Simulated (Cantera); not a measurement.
## Thermodynamics of hydrogen reduction and annealing atmospheres, feed PbO + H2 + N2

Input: 1 mol PbO, 9.3 mol H2, 1 mol N2, held at 1.00 bar.

Cantera equilibrium calculation (NASA polynomials, part measured and part estimated; ideal gas, pure solids and liquids). Candidate condensed phases: H2O, Pb, PbO, PbO2, Pb3O4; 27 gas species. The numbers say what is thermodynamically allowed, not how fast it happens.

```json
[
 {"T (°C)": "1127", "log p H2": "-0.10", "log p H2O": "-1.02", "log p N2": "-1.02", "log p Pb": "-2.06", "log p H": "-5.36", "n Pb(l)": "0.909"},
 {"T (°C)": "1177", "log p H2": "-0.10", "log p H2O": "-1.02", "log p N2": "-1.02", "log p Pb": "-1.83", "log p H": "-5.07", "n Pb(l)": "0.844"},
 {"T (°C)": "1227", "log p H2": "-0.10", "log p H2O": "-1.02", "log p N2": "-1.02", "log p Pb": "-1.61", "log p H": "-4.81", "n Pb(l)": "0.740"},
 {"T (°C)": "1277", "log p H2": "-0.11", "log p H2O": "-1.03", "log p N2": "-1.03", "log p Pb": "-1.41", "log p H": "-4.56", "n Pb(l)": "0.580"},
 {"T (°C)": "1327", "log p H2": "-0.12", "log p H2O": "-1.04", "log p N2": "-1.04", "log p Pb": "-1.22", "log p H": "-4.33", "n Pb(l)": "0.335"},
 {"T (°C)": "1377", "log p H2": "-0.13", "log p H2O": "-1.05", "log p N2": "-1.05", "log p Pb": "-1.05", "log p H": "-4.11", "n Pb(l)": "0"},
 {"T (°C)": "1427", "log p H2": "-0.13", "log p H2O": "-1.05", "log p N2": "-1.05", "log p Pb": "-1.05", "log p H": "-3.90", "n Pb(l)": "0"},
 {"T (°C)": "1477", "log p H2": "-0.13", "log p H2O": "-1.05", "log p N2": "-1.05", "log p Pb": "-1.05", "log p H": "-3.70", "n Pb(l)": "0"},
 {"T (°C)": "1527", "log p H2": "-0.13", "log p H2O": "-1.05", "log p N2": "-1.05", "log p Pb": "-1.05", "log p H": "-3.51", "n Pb(l)": "0"},
 {"T (°C)": "1577", "log p H2": "-0.13", "log p H2O": "-1.05", "log p N2": "-1.05", "log p Pb": "-1.05", "log p H": "-3.34", "n Pb(l)": "0"},
 {"T (°C)": "1627", "log p H2": "-0.13", "log p H2O": "-1.05", "log p N2": "-1.05", "log p Pb": "-1.05", "log p H": "-3.17", "n Pb(l)": "0"},
 {"T (°C)": "1677", "log p H2": "-0.13", "log p H2O": "-1.05", "log p N2": "-1.05", "log p Pb": "-1.05", "log p H": "-3.01", "n Pb(l)": "0"},
 {"T (°C)": "1727", "log p H2": "-0.13", "log p H2O": "-1.05", "log p N2": "-1.05", "log p Pb": "-1.05", "log p H": "-2.86", "n Pb(l)": "0"},
 {"T (°C)": "1777", "log p H2": "-0.13", "log p H2O": "-1.05", "log p N2": "-1.05", "log p Pb": "-1.05", "log p H": "-2.71", "n Pb(l)": "0"}
]
```
log p: log10 of the partial pressure in bar; n: condensed amount in mol.

From 1127 °C to 1327 °C the condensed part is Pb(l). From 1377 °C to 1777 °C nothing is condensed. The main Pb-bearing gas is Pb throughout.
